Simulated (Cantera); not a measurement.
Feed: 1 mol TiO2, 1400 mol H2, 0.94 mol H2O, at 2173.15 K and 1.05 Torr.

These are equilibrium values from Cantera (NASA tables, ideal gas, pure condensed phases), not measurements of a reactor. Candidate condensed phases: H2O, Ti, TiO, TiO2, Ti2O3, Ti3O5, Ti4O7; 12 gas species. Rates play no part.

Base state: H2 0.877, H 0.121, H2O 0.00126, TiO 0.000611, TiO2 3.86e-5, OH 2.32e-5, Ti 2.05e-5 (mole fractions); condensed: gas only.

Q: What changes in the equilibrium state with this change: temperature from 2173.15 K to 2075 K?

A: 
```csv
species,before,after
H2,0.877,0.929
H,0.121,0.0686
H2O,0.00126,0.00129
TiO,0.000611,0.000624
OH,2.32e-5,1.09e-5
Ti,2.05e-5,1.38e-5
TiO2,3.86e-5,5.06e-5
```
